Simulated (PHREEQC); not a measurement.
Solution (25 °C): 3.8 mmol/kgw Cu(NO3)2, 0.083 mmol/kgw HBF4 and 3.2 mmol/kgw NaCl. Closed to the air; pH follows from the charge balance.

Equilibrium calculation in PHREEQC: ion-association model, wateq4f.dat.

```
quantity              before     after
-------------------  -------  --------
pH                      3.64      3.50
HF (mol/kgw)         7.50e-5  0.000142
NaF (mol/kgw)        3.53e-7   4.85e-7
SI of Halite (NaCl)    -6.68     -6.68
```

Problem. Name the change that produced these shifts.
(A) NaCl from 0.0032 to 0.00288 mol/kgw
(B) temperature from 25 to 85 °C
(C) HBF4 replaced by NaHF2 at the same molality
(D) Cu(NO3)2 replaced by Sr(NO3)2 at the same molality
(E) HBF4 from 8.3e-05 to 0.000124 mol/kgw

Solution. E, HBF4 from 8.3e-05 to 0.000124 mol/kgw

No solid was allowed to form. Real BF4- forms and hydrolyses slowly; the run takes it at equilibrium.
